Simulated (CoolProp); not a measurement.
Vapour-liquid equilibrium of n-heptane (1) + ethylbenzene (2) at 308.2 K; x and y are mole fractions of (1).

Values from CoolProp's multi-fluid Helmholtz-energy mixture model, Span 2003 and Zhou 2012; pair parameters Bell 2016.

```csv
x,"bubble pressure, mixture model (kPa)","bubble pressure, Raoult's law (kPa)","y, mixture model","y, Raoult's law"
0.05,2.841,2.605,0.255,0.189
0.15,3.918,3.369,0.512,0.439
0.25,4.833,4.132,0.644,0.596
0.35,5.632,4.896,0.728,0.705
0.45,6.351,5.659,0.788,0.784
0.55,7.018,6.422,0.836,0.844
0.65,7.655,7.186,0.877,0.892
0.75,8.277,7.949,0.914,0.930
0.85,8.900,8.713,0.949,0.962
0.95,9.534,9.476,0.983,0.988
```

The largest gap from Raoult's law is +17.0 % in bubble pressure, at x = 0.25. No azeotrope shows between x = 0.05 and 0.95.

The pair parameters rest on a limited set of measurements; away from them the model extrapolates.
